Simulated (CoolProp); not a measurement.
c-C4F8 (RC318) along the isotherm 79.65 °C: Z from the reference equation and from simpler models built on Tc = 115.2 °C, pc = 27.78 bar, ω = 0.355; each cubic takes its own stable root.

Values from CoolProp's reference Helmholtz-energy equation of state, Platzer 1990. This equation is an older, rougher fit; its heat capacities, sound speeds and derivatives of the liquid may be far off and weren't checked against measurements.

```tsv
p (bar)	phase	reference	Soave-Redlich-Kwong	Peng-Robinson
1.39	gas	0.9767	0.9759	0.9738
2.78	gas	0.9523	0.9509	0.9467
4.17	gas	0.9267	[?]	0.9186
5.56	gas	0.8997	0.8976	0.8893
6.94	gas	0.8712	0.8691	0.8588
8.33	gas	0.8405	0.8387	[?]
9.72	gas	0.8071	0.8062	0.7920
11.1	gas	[?]	0.7712	[?]
12.5	gas	0.7291	0.7321	0.7142
13.9	liquid	0.07716	[?]	0.07770
```

Complete the blanks.


- 4.17, Soave-Redlich-Kwong: 0.9248
- 8.33, Peng-Robinson: 0.8265
- 11.1, reference: 0.7707
- 11.1, Peng-Robinson: 0.7552
- 13.9, Soave-Redlich-Kwong: 0.08805
